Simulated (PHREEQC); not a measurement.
Make-up at 25 °C: 0.048 mol HF and 0.0011 mol Na2HPO4 per kg of water. Closed to the air; pH follows from the charge balance.

Computed with PHREEQC (ion-association model, wateq4f.dat).

```yaml
pH: 2.35
ionic_strength: 0.00706 mol/kgw
total_alkalinity: -46.9 meq/kg
```

```tsv
species	molality	activity	log γ
HF	0.0346	0.0347	0.001
F-	0.00563	0.00514	-0.039
H+	0.00487	0.00450	-0.034
H2F2	0.00313	0.00313	0.001
Na+	0.00219	0.00201	-0.038
HF2-	0.000749	0.000684	-0.039
H2PO4-	0.000685	0.000628	-0.037
H3PO4	0.000415	0.000416	0.001
NaF	5.94e-6	5.95e-6	0.001
```

Precipitation was switched off in this run. wateq4f.dat counts part of the HF as a dimer, H2F2, which phreeqc.dat doesn't know; its constant is uncertain. H3PO4, which wateq4f.dat lacks, is added to it with the constant of phreeqc.dat.
